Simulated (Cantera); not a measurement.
Input: 1 mol HI, 0.61 mol H₂O, 0.12 mol H₂, at 900 K and 1000 Pa.

Method: chemical equilibrium by Gibbs-energy minimisation in Cantera with the NASA 1993 tables (ideal gas, pure condensed phases). Candidate condensed phases: H₂O, I₂; 12 gas species. The numbers say what is thermodynamically allowed, not how fast it happens.

Base state: HI 0.440, H₂O 0.345, H₂ 0.131, I₂ 0.0426, I 0.0410 (mole fractions); condensed: gas only.

Question: What changes in the equilibrium state with this change: H₂ from 0.12 to 12 mol?

Answer: 
| species | before | after |
|---|---|---|
| H₂ | 0.131 | 0.882 |
| HI | 0.440 | 0.0705 |
| H₂O | 0.345 | 0.0448 |
| I₂ | 0.0426 | 0.000163 |
| I | 0.0410 | 0.00254 |

Question: What changes in the equilibrium state with this change: HI replaced by HCl?

Answer: 
```tsv
species	before	after
HCl	0	0.578
H₂O	0.345	0.353
H₂	0.131	0.0694
HI	0.440	0
I₂	0.0426	0
I	0.0410	0
```

Question: What changes in the equilibrium state with this change: temperature from 900 K to 1473 K?

Answer: 
| species | before | after |
|---|---|---|
| I | 0.0410 | 0.389 |
| H₂O | 0.345 | 0.284 |
| H₂ | 0.131 | 0.252 |
| HI | 0.440 | 0.0734 |
| I₂ | 0.0426 | 0.00126 |
| H | <1e-9 | 6.35e-5 |
